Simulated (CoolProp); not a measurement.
Values from CoolProp's reference Helmholtz-energy equation of state, Schmidt 1985. Above 300 K oxygen's equation is extrapolated.

Task: For oxygen, give the phase and the cp (kJ/(kg K)), cv (kJ/(kg K)), speed of sound (m/s), Joule-Thomson coefficient (K/MPa) at 324.8 K and 24.3 bar; 359 K and 24.3 bar.

Result: 
- 324.8 K and 24.3 bar: gas; cp 0.954, cv 0.668, speed of sound 344, Joule-Thomson coefficient 2.15
- 359 K and 24.3 bar: gas; cp 0.955, cv 0.674, speed of sound 362, Joule-Thomson coefficient 1.74
